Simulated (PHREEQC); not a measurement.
A solution holds 0.0095 mol H2SO4, 0.0076 mol MgCl2 and 0.15 mol CuCl2 per kg of water, at 55 °C. Closed to the air; pH follows from the charge balance.

Equilibrium calculation in PHREEQC: ion-association model, wateq4f.dat.

```csv
quantity,before,after
pH,1.90,1.74
ionic strength (mol/kgw),0.355,0.361
Cl- (mol/kgw),0.251,0.251
Cu+2 (mol/kgw),0.0861,0.0856
CuCl+ (mol/kgw),0.0564,0.0559
CuCl2 (mol/kgw),0.00406,0.00402
SI of Chalcanthite (CuSO4:5H2O),-2.30,-2.18
SI of Tenorite (CuO),-4.46,-4.77
```

Task: What was changed between the two runs?
A. CuCl2 from 0.15 to 0.075 mol/kgw
B. H2SO4 from 0.0095 to 0.0142 mol/kgw
C. MgCl2 from 0.0076 to 0.00152 mol/kgw
D. MgCl2 from 0.0076 to 0.076 mol/kgw
E. temperature from 55 to 15 °C

Result: B, H2SO4 from 0.0095 to 0.0142 mol/kgw

This is a speciation only: nothing precipitates in the calculation. Away from 25 °C the constants follow the database's enthalpies or fits; those with neither stay at their 25 °C values.
